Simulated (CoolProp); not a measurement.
The fluid at 222.14 K and 0.982 MPa (gas) is heated at constant pressure to 385.7 K. The same conditions are run with several fluids, on thermodynamics alone (safety and materials aside).

The numbers come from the reference Helmholtz-energy equation of state of each fluid (methane: Setzmann 1991; carbon monoxide: Lemmon 2006; nitrogen: Span 2000; normal hydrogen: Leachman 2009) in CoolProp.

| fluid | heat (kJ/kg) | final density (kg/m³) |
|---|---|---|
| methane | 380 | 4.94 |
| carbon monoxide | 173 | 8.56 |
| nitrogen | 173 | 8.56 |
| normal hydrogen | 2340 | 0.614 |
